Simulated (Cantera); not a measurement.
# SiF4 + NH3 + H2 (silicon nitride deposition)

Charge: 1 mol SiF4, 0.85 mol NH3, 3.2 mol H2, equilibrated at 850 K and 0.0170 bar.

Cantera equilibrium calculation (NASA polynomials, part measured and part estimated; ideal gas, pure solids and liquids). Candidate condensed phases: Si, Si3N4; 37 gas species. Kinetics and transport are ignored.

```json
{
  "x(H2)": "0.758",
  "x(SiF4)": "0.169",
  "x(N2)": "0.0720",
  "x(HF)": "0.000162",
  "x(SiHF3)": "9.41e-5",
  "x(NH3)": "5.59e-6",
  "n(Si3N4(s))": "3.32e-5 mol",
  "gas_amount": "5.900 mol",
  "log10 activity of Si(s) (absent)": "-7.55"
}
```
